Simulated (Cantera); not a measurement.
Input (Python, Cantera) and output of one run.

```python
import numpy as np
import cantera as ct

gas_names = """
    CL CL2 H HCL H2 N NH NH2 NH3 N2 N2H2 N2H4 Si SiCL SiCL2 SiCL3 SiCL4 SiH SiHCL3 SiH2 SiH2CL2 SiH3
    SiH3CL SiH4 SiN Si2 Si2N Si3
""".split()
cond_names = """
    NH4CL(a) NH4CL(b) Si(cr) Si(L) Si3N4(a)
""".split()


def load(file, names, dense=False):
    # The tables refer to 1 bar. Condensed volumes are neglected.
    table = {s.name: s for s in ct.Species.list_from_file(file)}
    out = []
    for n in names:
        d = dict(table[n].input_data)
        d["thermo"] = dict(d["thermo"], **{"reference-pressure": 1e5})
        if dense:
            d["equation-of-state"] = {"model": "constant-volume", "density": "1e6 g/cm^3"}
        out.append(ct.Species.from_dict(d))
    return out


gas = ct.Solution(thermo="ideal-gas", species=load("nasa_gas.yaml", gas_names))
cond = {s.name: ct.Solution(thermo="fixed-stoichiometry", species=[s], name=s.name)
        for s in load("nasa_condensed.yaml", cond_names, dense=True)}
atoms = {
    'SiH2Cl2': {'Si': 1, 'H': 2, 'CL': 2},
    'NH3': {'N': 1, 'H': 3},
    'N2': {'N': 2},
}
top_T = {'Si3N4(a)': 2400}  # K; cautious upper limits of use, not melting points


def equilibrate(T, P, feed):
    n = {}
    for name, mol in feed.items():
        for a, k in atoms[name].items():
            n[a] = n.get(a, 0.0) + k * mol
    gas.TPX = T, P, n
    mass = sum(n.values()) * gas.mean_molecular_weight
    gas.equilibrate("TP")
    valid = [c for c in cond.values() if c.min_temp <= T <= top_T.get(c.name, c.max_temp)]
    mix = ct.Mixture([(gas, mass / gas.mean_molecular_weight)] + [(c, 0.0) for c in valid])
    mix.T, mix.P = T, P
    mix.equilibrate("TP", solver="vcs", rtol=1e-11, max_steps=5000)
    return mix


results = []
feed = {'SiH2Cl2': 1, 'NH3': 5.9, 'N2': 50}  # mol
P = 6400  # Pa
for T in [1700, 1750, 1800, 1850, 1900, 1950, 2000, 2050, 2100]:
    mix = equilibrate(T, P, feed)
    results.append((T, P, feed, dict(zip(mix.species_names, mix.species_moles))))

top = {s: max(r[3][s] / sum(r[3][g] for g in gas_names) for r in results) for s in gas_names}
cols = sorted((s for s in top if top[s] > 1e-06), key=lambda s: -top[s])[:7]
seen = [c for c in cond_names if any(r[3].get(c, 0) > 1e-12 for r in results)]
print("log10 of partial pressures in bar; condensed amounts in mol")
print(f"{'T/K':>10s}" + "".join(f"{s[:9]:>10s}" for s in cols + seen))
for T, P, feed, n in results:
    ng = sum(n[g] for g in gas_names)
    print(f"{T:10.4g}" + "".join(f"{np.log10(max(n[s] / ng * P / 1e5, 1e-99)):10.3f}" for s in cols)
          + "".join(f"{n.get(c, 0):10.4g}" for c in seen))
```

It prints:

```
log10 of partial pressures in bar; condensed amounts in mol
       T/K        N2        H2       HCL     SiCL2         H        Si      SiCL     Si(L)  Si3N4(a)
      1700    -1.276    -2.042    -2.750    -3.924    -4.853    -7.189    -6.708         0    0.2934
      1750    -1.276    -2.040    -2.779    -3.759    -4.653    -6.587    -6.275         0    0.2749
      1800    -1.276    -2.037    -2.815    -3.622    -4.465    -6.018    -5.877         0     0.253
      1850    -1.276    -2.035    -2.858    -3.510    -4.286    -5.481    -5.509         0    0.2282
      1900    -1.276    -2.033    -2.907    -3.421    -4.117    -4.972    -5.169         0    0.2003
      1950    -1.275    -2.036    -2.924    -3.406    -3.958    -4.623    -4.949    0.5628         0
      2000    -1.276    -2.037    -2.918    -3.420    -3.808    -4.361    -4.788    0.5449         0
      2050    -1.276    -2.040    -2.915    -3.435    -3.664    -4.112    -4.636    0.5086         0
      2100    -1.277    -2.043    -2.912    -3.451    -3.528    -3.875    -4.492    0.4439         0
```

Equilibrium computed with Cantera from the NASA thermochemical tables; the gas is ideal and each condensed phase is pure. The tables' values for SiCl, SiN, SiCl3 are old estimates; treat these amounts as uncertain. Gases not in the tables: Si2H6 and higher silanes.
